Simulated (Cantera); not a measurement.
A freely propagating, adiabatic, planar premixed flame of H₂ : O₂ : N₂ = 1 : 0.227 : 0.855 (molar parts), unburnt at 425 K and 1.00 bar; mixture-averaged transport, grid criteria slope 0.08 and curve 0.16, no radiation.

Computed with Cantera and the H2/O2 subset of GRI-Mech 3.0, which has no nitrogen chemistry. Burning velocities carry a grid error of a few per cent, more on coarse grids.

x: mole fraction of selected species; z is measured from the peak of heat release.

```json
[
 {"z (mm)": "-1.19", "T (K)": "425", "u (m/s)": "4.95", "x H₂": "0.480", "x O₂": "0.109", "x O": "<1e-8", "x HO₂": "<1e-8", "x H₂O₂": "<1e-8", "x H": "<1e-8"},
 {"z (mm)": "-0.791", "T (K)": "425", "u (m/s)": "4.95", "x H₂": "0.480", "x O₂": "0.109", "x O": "<1e-8", "x HO₂": "<1e-8", "x H₂O₂": "<1e-8", "x H": "<1e-8"},
 {"z (mm)": "-0.593", "T (K)": "425", "u (m/s)": "4.95", "x H₂": "0.480", "x O₂": "0.109", "x O": "<1e-8", "x HO₂": "<1e-8", "x H₂O₂": "<1e-8", "x H": "<1e-8"},
 {"z (mm)": "-0.395", "T (K)": "425", "u (m/s)": "4.95", "x H₂": "0.480", "x O₂": "0.109", "x O": "<1e-8", "x HO₂": "1.31e-7", "x H₂O₂": "<1e-8", "x H": "<1e-8"},
 {"z (mm)": "-0.198", "T (K)": "453", "u (m/s)": "5.23", "x H₂": "0.476", "x O₂": "0.109", "x O": "5.58e-6", "x HO₂": "0.000239", "x H₂O₂": "1.00e-5", "x H": "6.12e-5"},
 {"z (mm)": "-0.0988", "T (K)": "724", "u (m/s)": "8.14", "x H₂": "0.442", "x O₂": "0.103", "x O": "0.000196", "x HO₂": "0.000211", "x H₂O₂": "3.63e-5", "x H": "0.00593"},
 {"z (mm)": "0", "T (K)": "1124", "u (m/s)": "12.3", "x H₂": "0.362", "x O₂": "0.0730", "x O": "0.00181", "x HO₂": "7.92e-5", "x H₂O₂": "3.18e-6", "x H": "0.0351"},
 {"z (mm)": "0.0988", "T (K)": "…", "u (m/s)": "15.2", "x H₂": "…", "x O₂": "…", "x O": "…", "x HO₂": "…", "x H₂O₂": "…", "x H": "…"},
 {"z (mm)": "0.198", "T (K)": "1526", "u (m/s)": "16.5", "x H₂": "0.252", "x O₂": "0.00571", "x O": "0.00126", "x HO₂": "5.45e-6", "x H₂O₂": "4.64e-7", "x H": "0.0757"},
 {"z (mm)": "0.395", "T (K)": "1633", "u (m/s)": "17.6", "x H₂": "0.251", "x O₂": "0.000509", "x O": "0.000632", "x HO₂": "4.73e-7", "x H₂O₂": "2.95e-7", "x H": "0.0680"},
 {"z (mm)": "0.791", "T (K)": "1739", "u (m/s)": "18.6", "x H₂": "0.260", "x O₂": "0.000185", "x O": "0.000454", "x HO₂": "1.81e-7", "x H₂O₂": "1.87e-7", "x H": "0.0539"},
 {"z (mm)": "1.58", "T (K)": "1840", "u (m/s)": "19.5", "x H₂": "0.269", "x O₂": "0.000111", "x O": "0.000283", "x HO₂": "1.13e-7", "x H₂O₂": "1.02e-7", "x H": "0.0396"},
 {"z (mm)": "3.16", "T (K)": "1925", "u (m/s)": "20.2", "x H₂": "0.277", "x O₂": "5.66e-5", "x O": "0.000148", "x HO₂": "6.31e-8", "x H₂O₂": "5.08e-8", "x H": "0.0271"}
]
```

Question: Fill in the missing entries.

Answer: 
- 0.0988, T (K): 1400
- 0.0988, x H₂: 0.281
- 0.0988, x O₂: 0.0256
- 0.0988, x O: 0.00251
- 0.0988, x HO₂: 2.55e-5
- 0.0988, x H₂O₂: 8.68e-7
- 0.0988, x H: 0.0674
